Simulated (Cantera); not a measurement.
An isothermal, constant-pressure homogeneous reactor starts with 10.9 % H₂, 11.0 % O₂, 78.1 % N₂, at 1125 K and 100.0 Torr.

Computed with Cantera and GRI-Mech 3.0 (53 species, 325 reactions). The temperature is held fixed by assumption; the heat of reaction is taken as removed at once.

x: mole fraction; the columns are a selection and need not sum to one.

```csv
t (s),x H₂,x O₂,x OH,x O,x NO₂
4.00e-6,0.109,0.110,2.65e-12,3.20e-12,<1e-12
1.32e-5,0.109,0.110,1.86e-11,2.91e-11,<1e-12
4.35e-5,0.109,0.110,1.21e-10,2.39e-10,<1e-12
0.000143,0.109,0.110,2.04e-9,?,<1e-12
0.000473,0.109,0.110,4.68e-6,?,<1e-12
0.00156,0.00694,0.0622,0.00202,?,1.47e-10
0.00514,0.000811,0.0588,0.000576,?,1.70e-9
0.0169,5.07e-5,0.0587,0.000130,?,1.99e-8
0.0558,4.39e-6,0.0587,4.24e-5,?,4.22e-8
0.184,6.31e-7,0.0587,1.78e-5,?,3.79e-8
0.607,1.33e-7,0.0588,8.56e-6,?,2.35e-8
2.00,3.43e-8,0.0588,4.44e-6,?,1.41e-8
```

Question: Complete the blanks.

Answer: 
- 0.000143, x O: 4.29e-9
- 0.000473, x O: 9.78e-6
- 0.00156, x O: 0.00612
- 0.00514, x O: 0.000554
- 0.0169, x O: 3.12e-5
- 0.0558, x O: 3.21e-6
- 0.184, x O: 5.61e-7
- 0.607, x O: 1.31e-7
- 2.00, x O: 3.54e-8
